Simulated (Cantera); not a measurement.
Input: 1 mol SiH4, 19 mol H2O, 2.2 mol N2, 1.6 mol CO2, 0.024 mol H2, equilibrated at 1.00 bar.

Cantera equilibrium calculation (NASA polynomials, part measured and part estimated; ideal gas, pure solids and liquids). Candidate condensed phases: C, C6H6, C7H8, C8H18, H2O, Si, SiC, SiO2, Si2N2O, Si3N4; 151 gas species. Equilibrium is a limit: real reactors are often held back by kinetics, nucleation or transport.

Q: At 727 °C, list the 5 most abundant gas species with their mole fractions, and the condensed phases.

A: H2O 0.693, H2 0.153, N2 0.0886, CO2 0.0558, CO 0.00861. Condensed: SiO2(β-quartz).
